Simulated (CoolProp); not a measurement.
R227EA at 454.6 K and 3.26 MPa flows at 0.099 m/s in a round tube of 12.7 mm bore and 45 µm roughness, fully developed (64/Re and Nu = 3.66 if laminar; Colebrook and Gnielinski if turbulent). Each further row changes one setting.

The numbers come from the reference Helmholtz-energy equation of state, Lemmon 2016 in CoolProp.

```csv
case,Reynolds number,Darcy friction factor,pressure drop (Pa/m),heat-transfer coefficient (W/(m² K)),mass flow (kg/h)
as stated,11500,0.0350,2.47,(withheld),(withheld)
velocity 0.198 m/s,22900,0.0318,(withheld),178,(withheld)
diameter 25.4 mm,22900,(withheld),(withheld),79.9,(withheld)
```

Question: Complete the blanks.

Answer: 
- as stated, heat-transfer coefficient (W/(m² K)): 94.1
- as stated, mass flow (kg/h): 8.25
- velocity 0.198 m/s, pressure drop (Pa/m): 8.97
- velocity 0.198 m/s, mass flow (kg/h): 16.5
- diameter 25.4 mm, Darcy friction factor: 0.0287
- diameter 25.4 mm, pressure drop (Pa/m): 1.01
- diameter 25.4 mm, mass flow (kg/h): 33.0

Viscosity comes from a separate model (Huber 2003), an estimate that may be off by 10 % or more. Thermal conductivity comes from a separate model (Huber 2003), an estimate that may be off by 10 % or more.
